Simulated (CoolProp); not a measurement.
A single-stage vapour-compression cycle with ethane: evaporating at 252.15 K (dew point), condensing at 274.15 K (bubble point), superheat 8 K, subcooling 0 K, compressor efficiency 0.85, no pressure losses. Each further row changes one setting.

Model: reference Helmholtz-energy equation of state, Bücker 2006, in CoolProp.

```csv
case,cooling COP,pressure ratio,discharge temperature (K),refrigerating effect (kJ/kg),volumetric capacity (kJ/m³)
as stated,7.73,1.77,295.0,313,7380
evaporating temperature 257.15 K,10.4,1.54,291.9,315,8580
condensing temperature 269.15 K,10.4,1.57,287.3,330,7790
subcooling 5 K,8.17,1.77,295.0,330,7800
superheat 18 K,7.68,1.77,305.1,333,7340
compressor efficiency 0.75,6.82,1.77,297.3,313,7380
```
